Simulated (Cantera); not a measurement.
Feed: 1 mol Si2H6, 2.8 mol CO2, 98 mol H2, at 0.353 Torr.

Method: chemical equilibrium by Gibbs-energy minimisation in Cantera with the NASA 1993 tables (ideal gas, pure condensed phases). Candidate condensed phases: C, C6H6, C7H8, C8H18, H2O, Si, SiC, SiO2; 123 gas species. The feed counts by its element totals alone. Mutual solubility and eutectic melting of coexisting phases are not modelled. The tables hold silica as quartz up to 1696 K and as liquid above; real silica turns to tridymite and cristobalite and melts near 1996 K. The numbers say what is thermodynamically allowed, not how fast it happens.

x: gas mole fraction; n: condensed amount in mol.

| T (K) | x H2 | x H | x CO | x SiO | x H2O | n C(graphite) | n SiO2(β-quartz) | n SiC(s) |
|---|---|---|---|---|---|---|---|---|
| 898 | 0.984 | 5.01e-9 | 0.0156 | <1e-12 | … | 1.19 | 2.00 | 0 |
| 998 | 0.984 | 9.84e-8 | 0.0156 | 3.16e-10 | … | 1.20 | 2.00 | 0 |
| 1098 | 0.984 | 1.13e-6 | 0.0156 | 5.93e-7 | … | 1.20 | 2.00 | 0 |
| 1198 | 0.977 | 8.67e-6 | 0.0232 | 7.38e-5 | … | 0 | 1.59 | 0.397 |
| 1298 | 0.973 | 4.87e-5 | 0.0241 | 0.00301 | … | 0 | 1.39 | 0.296 |
| 1398 | 0.962 | 0.000214 | 0.0267 | 0.0114 | … | 0 | 0.799 | 0 |
| 1498 | 0.961 | 0.000777 | 0.0266 | 0.0117 | … | 0 | 0.770 | 0 |
| 1598 | 0.953 | 0.00240 | 0.0265 | 0.0148 | … | 0 | 0.443 | 0 |
| 1698 | 0.941 | 0.00647 | 0.0263 | 0.0188 | 0.00747 | 0 | 0 | 0 |
| 1798 | 0.932 | 0.0157 | 0.0262 | 0.0188 | 0.00744 | 0 | 0 | 0 |
| 1898 | 0.914 | 0.0345 | 0.0260 | 0.0186 | 0.00736 | 0 | 0 | 0 |
| 1998 | 0.880 | 0.0694 | 0.0255 | 0.0182 | 0.00719 | 0 | 0 | 0 |
| 2098 | 0.822 | 0.129 | 0.0247 | 0.0177 | 0.00689 | 0 | 0 | 0 |

Q: Fill in the missing entries.

A: 
- 898, x H2O: 1.82e-5
- 998, x H2O: 2.95e-6
- 1098, x H2O: 6.63e-7
- 1198, x H2O: 7.99e-7
- 1298, x H2O: 1.34e-6
- 1398, x H2O: 1.29e-5
- 1498, x H2O: 0.000282
- 1598, x H2O: 0.00335
